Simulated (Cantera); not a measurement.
Charge: 1 mol S, 0.26 mol H₂, 0.31 mol O₂, equilibrated at 2652 °C and 158 Torr.

These are equilibrium values from Cantera (NASA tables, ideal gas, pure condensed phases), not measurements of a reactor. Candidate condensed phases: H₂O, H₂SO₄, S; 19 gas species. Equilibrium is a limit: real reactors are often held back by kinetics, nucleation or transport.

Base state: SO 0.277, S 0.169, S₂ 0.147, H₂ 0.108, SO₂ 0.0974, H 0.0893, H₂O 0.0501, SH 0.0364 (mole fractions); condensed: gas only.

Q: What changes in the equilibrium state with this change: pressure from 158 Torr to 32.3 Torr?

A: 
```csv
species,before,after
SO,0.277,0.280
S,0.169,0.259
H,0.0893,0.165
S₂,0.147,0.0707
O,0.00666,0.0215
H₂O,0.0501,0.0231
SH,0.0364,0.0210
SO₂,0.0974,0.0649
H₂,0.108,0.0753
OH,0.0130,0.0158
H₂S,0.00201,0.000439
S₂O,0.00209,0.000661
O₂,0.00123,0.00262
```
